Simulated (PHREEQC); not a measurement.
A column of 0.5 m (40 cells, dispersivity 0.018 m, 300 s a shift, diffusion coefficient 3e-10 m²/s) holds 0.00031 eq of the database's cation exchanger X per kg of pore water, first in equilibrium with 0.0012 mol KBr, 0.0039 mol ZnCl2 and 1e-05 mol HCl per kg of water. It is flushed with 0.00047 mol/kgw PbCl2 and 1e-05 mol/kgw HCl, at 40 °C. Values are for the last cell. No CO2 enters from the air. Precipitation was switched off in this run.

The series has 31 steps of pore volumes, from 0 to 3.013.

Equilibrium calculation in PHREEQC: ion-association model, phreeqc.dat.

Q: After how many pore volumes does Pb at the outlet first reach half of its feed value?

A: By 1.3 pore volumes.

At this temperature some constants are extrapolated from 25 °C, and those without enthalpy data are left unchanged.
